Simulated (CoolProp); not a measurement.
Vapour-liquid equilibrium of R143a (1) + R236FA (2) at 215.7 K; x and y are mole fractions of (1).

Model: multi-fluid Helmholtz-energy mixture model, Lemmon and Jacobsen 2000 and Pan 2012; pair parameters Bell 2016, in CoolProp.

| x | bubble pressure, mixture model (MPa) | bubble pressure, Raoult's law (MPa) | y, mixture model | y, Raoult's law |
|---|---|---|---|---|
| 0.05 | 0.007042 | 0.007376 | 0.383 | 0.412 |
| 0.15 | … | 0.01300 | 0.679 | 0.702 |
| 0.25 | 0.01753 | 0.01863 | 0.803 | 0.816 |
| 0.35 | 0.02305 | 0.02425 | … | 0.878 |
| 0.45 | 0.02871 | 0.02988 | … | 0.916 |
| 0.55 | 0.03447 | 0.03550 | 0.940 | 0.942 |
| 0.65 | … | 0.04113 | … | 0.961 |
| 0.75 | 0.04616 | 0.04675 | 0.975 | 0.976 |
| 0.85 | … | 0.05238 | 0.987 | 0.987 |
| 0.95 | 0.05789 | 0.05800 | 0.996 | 0.996 |

**Question.** What belongs in the gaps?

**Answer.** 
- 0.15, bubble pressure, mixture model (MPa): 0.01218
- 0.35, y, mixture model: 0.870
- 0.45, y, mixture model: 0.912
- 0.65, bubble pressure, mixture model (MPa): 0.04030
- 0.65, y, mixture model: 0.960
- 0.85, bubble pressure, mixture model (MPa): 0.05203

The largest gap from Raoult's law is -6.3 % in bubble pressure, at x = 0.15. No azeotrope shows between x = 0.05 and 0.95.

Pair parameters are fitted to limited data, so mixtures are less certain than the pure fluids.
